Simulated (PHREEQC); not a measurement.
Dissolve 0.048 mol/kgw NaOH and 3.4e-05 mol/kgw H4SiO4 at 57 °C. Closed to the air; pH follows from the charge balance.

Equilibrium calculation in PHREEQC: ion-association model, phreeqc.dat.

No solid was allowed to form.

### Question
What pH, specific conductance does the model give?

### Answer
pH 11.67; specific conductance 18800 µS/cm.

### Question
In which forms is Si present?

### Answer
H3SiO4- 76 %, H2SiO4-2 24 % of the Si.

Constants without temperature data keep their 25 °C values here.
